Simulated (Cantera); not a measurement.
What does this Cantera script print?

```python
import numpy as np
import cantera as ct

gas = ct.Solution("gri30.yaml")
gas.TPX = 1125, 210000, {'CO': 1, 'H2': 0.31, 'O2': 0.585, 'N2': 2.2}
reactor = ct.IdealGasConstPressureReactor(gas, energy="on", clone=False)
net = ct.ReactorNet([reactor])
net.rtol, net.atol = 1e-08, 1e-16
show = ['CO', 'H2', 'O2', 'NO', 'CO2']
times = np.geomspace(1e-05, 2, 16)

steps = ct.SolutionArray(gas, extra=["t"])
rows = []
print(f"{'t/s':>10s}{'T/K':>9s}{'P/Pa':>11s}" + "".join(f"{s:>11s}" for s in show))
for t in times:
    while net.time < t:
        t_next = net.step()
        steps.append(gas.state, t=t_next)
    rows.append([np.interp(t, steps.t, y) for y in (steps.T, steps.P, *steps(*show).X.T)])
    print(f"{t:10.3e}{rows[-1][0]:9.1f}{rows[-1][1]:11.4g}" + "".join(f"{x:11.3e}" for x in rows[-1][2:]))
rate = np.gradient(steps.T, steps.t)
print("integrator steps:", len(steps.t))
if steps.T.max() > steps.T[0] + 200:
    print(f"time of steepest temperature rise: {steps.t[rate.argmax()]:.4e} s")
gas.TPX = 1125, 210000, {'CO': 1, 'H2': 0.31, 'O2': 0.585, 'N2': 2.2}
gas.equilibrate("HP")
print(f"equilibrium (HP): T = {gas.T:.1f} K  " + "  ".join(f"{s} {gas[s].X[0]:.3e}" for s in show))
```

Result:

```
       t/s      T/K       P/Pa         CO         H2         O2         NO        CO2
 1.000e-05   1125.0    2.1e+05  2.442e-01  7.570e-02  1.429e-01  2.040e-18  3.753e-08
 2.256e-05   1125.0    2.1e+05  2.442e-01  7.570e-02  1.429e-01  6.440e-16  6.845e-07
 5.091e-05   1133.3    2.1e+05  2.438e-01  7.433e-02  1.419e-01  2.650e-10  5.057e-04
 1.149e-04   2378.9    2.1e+05  1.220e-01  8.600e-03  3.922e-02  1.416e-04  1.442e-01
 2.592e-04   2682.8    2.1e+05  9.914e-02  5.957e-03  2.802e-02  8.321e-04  1.736e-01
 5.848e-04   2738.4    2.1e+05  9.368e-02  5.477e-03  2.465e-02  2.613e-03  1.803e-01
 1.320e-03   2734.6    2.1e+05  9.376e-02  5.504e-03  2.339e-02  5.575e-03  1.803e-01
 2.977e-03   2729.8    2.1e+05  9.396e-02  5.541e-03  2.224e-02  8.422e-03  1.801e-01
 6.718e-03   2728.2    2.1e+05  9.403e-02  5.554e-03  2.188e-02  9.326e-03  1.801e-01
 1.516e-02   2728.1    2.1e+05  9.403e-02  5.554e-03  2.186e-02  9.363e-03  1.801e-01
 3.420e-02   2728.1    2.1e+05  9.403e-02  5.554e-03  2.186e-02  9.363e-03  1.801e-01
 7.717e-02   2728.1    2.1e+05  9.403e-02  5.554e-03  2.186e-02  9.363e-03  1.801e-01
 1.741e-01   2728.1    2.1e+05  9.403e-02  5.554e-03  2.186e-02  9.363e-03  1.801e-01
 3.928e-01   2728.1    2.1e+05  9.403e-02  5.554e-03  2.186e-02  9.363e-03  1.801e-01
 8.864e-01   2728.1    2.1e+05  9.403e-02  5.554e-03  2.186e-02  9.363e-03  1.801e-01
 2.000e+00   2728.1    2.1e+05  9.403e-02  5.554e-03  2.186e-02  9.363e-03  1.801e-01
integrator steps: 1426
time of steepest temperature rise: 6.5385e-05 s
equilibrium (HP): T = 2728.1 K  CO 9.403e-02  H2 5.554e-03  O2 2.186e-02  NO 9.363e-03  CO2 1.801e-01
```

Computed with Cantera and GRI-Mech 3.0 (53 species, 325 reactions). The hydrogen kinetics of GRI-Mech 3.0 are dated; newer H2 mechanisms differ, most at raised pressure.
